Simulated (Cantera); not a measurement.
# Catalytic stagnation flow on Pt

A jet of H₂ : O₂ : N₂ = 0.034 : 0.058 : 0.79 (molar parts) at 300 K and 51.8 Torr hits a platinum plate 9.1 cm away at a mass flux of 0.089 kg/m²/s; the plate temperature is set and raised in steps from an oxygen-covered start.

Detailed kinetics in Cantera: Deutschmann's 1995 Pt surface mechanism with GRI-Mech 3.0 gas chemistry. Catalytic surfaces can have several steady states; this one follows from the mechanism file's or the stated starting coverage.

```json
[
 {"plate T (K)": "600", "wall x H₂": "0.00203", "wall x O₂": "0.0262", "wall x H₂O": "0.0714", "wall x OH": "<1e-8", "θ free Pt": "0.127", "θ O*": "0.863", "θ OH*": "0.0101"},
 {"plate T (K)": "650", "wall x H₂": "0.00202", "wall x O₂": "0.0263", "wall x H₂O": "0.0710", "wall x OH": "<1e-8", "θ free Pt": "0.133", "θ O*": "0.861", "θ OH*": "0.00673"},
 {"plate T (K)": "700", "wall x H₂": "0.00200", "wall x O₂": "0.0264", "wall x H₂O": "0.0706", "wall x OH": "<1e-8", "θ free Pt": "0.140", "θ O*": "0.855", "θ OH*": "0.00475"},
 {"plate T (K)": "750", "wall x H₂": "0.00188", "wall x O₂": "0.0263", "wall x H₂O": "0.0705", "wall x OH": "<1e-8", "θ free Pt": "0.155", "θ O*": "0.841", "θ OH*": "0.00360"},
 {"plate T (K)": "800", "wall x H₂": "0.00161", "wall x O₂": "0.0261", "wall x H₂O": "0.0706", "wall x OH": "<1e-8", "θ free Pt": "0.188", "θ O*": "0.809", "θ OH*": "0.00293"},
 {"plate T (K)": "850", "wall x H₂": "0.00131", "wall x O₂": "0.0259", "wall x H₂O": "0.0709", "wall x OH": "1.54e-8", "θ free Pt": "0.241", "θ O*": "0.757", "θ OH*": "0.00249"},
 {"plate T (K)": "900", "wall x H₂": "0.00107", "wall x O₂": "0.0257", "wall x H₂O": "0.0710", "wall x OH": "4.91e-8", "θ free Pt": "0.305", "θ O*": "0.692", "θ OH*": "0.00214"}
]
```
x: mole fraction at the wall; θ: surface coverage.
